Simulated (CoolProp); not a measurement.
Vapour-liquid equilibrium of benzene (1) + cyclohexane (2) at 323 kPa; x and y are mole fractions of (1).

Computed with CoolProp (multi-fluid Helmholtz-energy mixture model, Thol 2012 and Zhou 2014; pair parameters Bell 2016).

```csv
x,bubble temperature (°C),y at the bubble point,dew temperature at overall composition x (°C),liquid density (mol/L)
0.05,124.1,0.065,124.3,8.069
0.2,122.3,0.236,122.6,8.303
0.35,121.1,0.382,121.3,8.547
0.5,120.5,0.513,120.6,8.804
0.65,120.5,0.641,120.5,9.076
0.8,121.0,0.776,121.2,9.364
0.95,122.4,0.937,122.5,9.667
```

y crosses x between x = 0.5 and 0.65: the model has an azeotrope there.

The pair parameters rest on a limited set of measurements; away from them the model extrapolates.
